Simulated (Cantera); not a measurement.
Input: 1 mol BCl3, a varied amount of H2, at 1575 K and 0.133 bar.

Equilibrium computed with Cantera from the NASA thermochemical tables; the gas is ideal and each condensed phase is pure. Candidate condensed phases: B; 13 gas species. The tables' values for BCl2, BCl, BH2 are old estimates; treat these amounts as uncertain. Gases not in the tables: BHCl2. The numbers say what is thermodynamically allowed, not how fast it happens.

log p: log10 of the partial pressure in bar; n: condensed amount in mol.

```json
[
 {"n(H2) (mol)": "2.8", "log p H2": "-1.17", "log p HCl": "-1.30", "log p BCl3": "-1.80", "log p BCl2": "-3.51", "log p BCl": "-3.97", "log p H": "-4.97", "log p Cl": "-5.19", "n B(s)": "0.503"},
 {"n(H2) (mol)": "11", "log p H2": "-0.98", "log p HCl": "-1.56", "log p BCl3": "-2.85", "log p BCl2": "-4.22", "log p BCl": "-4.32", "log p H": "-4.87", "log p Cl": "-5.55", "n B(s)": "0.859"},
 {"n(H2) (mol)": "20", "log p H2": "-0.94", "log p HCl": "-1.75", "log p BCl3": "-3.51", "log p BCl2": "-4.66", "log p BCl": "-4.54", "log p H": "-4.85", "log p Cl": "-5.77", "n B(s)": "0.942"},
 {"n(H2) (mol)": "29", "log p H2": "-0.92", "log p HCl": "___", "log p BCl3": "___", "log p BCl2": "-4.96", "log p BCl": "-4.69", "log p H": "-4.84", "log p Cl": "___", "n B(s)": "0.967"},
 {"n(H2) (mol)": "37", "log p H2": "-0.91", "log p HCl": "___", "log p BCl3": "___", "log p BCl2": "-5.16", "log p BCl": "-4.79", "log p H": "-4.84", "log p Cl": "___", "n B(s)": "0.977"},
 {"n(H2) (mol)": "46", "log p H2": "-0.90", "log p HCl": "-2.08", "log p BCl3": "-4.54", "log p BCl2": "-5.34", "log p BCl": "-4.88", "log p H": "-4.83", "log p Cl": "-6.11", "n B(s)": "0.982"},
 {"n(H2) (mol)": "54", "log p H2": "-0.90", "log p HCl": "-2.15", "log p BCl3": "-4.75", "log p BCl2": "-5.48", "log p BCl": "-4.95", "log p H": "-4.83", "log p Cl": "-6.18", "n B(s)": "0.985"},
 {"n(H2) (mol)": "63", "log p H2": "-0.90", "log p HCl": "-2.21", "log p BCl3": "-4.95", "log p BCl2": "-5.61", "log p BCl": "-5.02", "log p H": "-4.83", "log p Cl": "-6.24", "n B(s)": "0.987"},
 {"n(H2) (mol)": "72", "log p H2": "-0.89", "log p HCl": "-2.27", "log p BCl3": "-5.12", "log p BCl2": "-5.73", "log p BCl": "-5.07", "log p H": "-4.83", "log p Cl": "-6.30", "n B(s)": "0.988"}
]
```

Task: What belongs in the gaps?

Result: 
- 37, log p HCl: -1.99
- 37, log p BCl3: -4.27
- 37, log p Cl: -6.02
- 29, log p HCl: -1.89
- 29, log p BCl3: -3.96
- 29, log p Cl: -5.92
